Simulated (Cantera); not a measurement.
Source: NASA polynomial tables (part measured, part estimated), evaluated in Cantera. Values are per mole of reaction as written; species without (g) are pure solids or liquids, kept so even where they would boil at 1 bar. VN: taken at fixed stoichiometry.

3 VN + 5 NO2(g) → 3 VO2(g) + 4 N2O(g), with ΔH° = 109.0 kJ and ΔS° = 363.1 J/K at 300 K.

Problem. How far is the shortcut ΔG° ≈ ΔH°(300 K) − T·ΔS°(300 K) from the full temperature-dependent value at 573, 723, 873, 1023, 1173, 1323, 1473 K?

Solution. 
```tsv
T (K)	shortcut (kJ)	full (kJ)	difference (kJ)	difference in log10 K
573	-99.1	-97.4	-1.7	0.15
723	-153.5	-149.5	-4.0	0.29
873	-208.0	-200.7	-7.3	0.44
1023	-262.5	-251.0	-11.5	0.58
1173	-316.9	-300.5	-16.5	0.73
1323	-371.4	-349.1	-22.3	0.88
1473	-425.9	-397.0	-28.9	1.02
```
The shortcut ignores the heat-capacity change of the reaction.
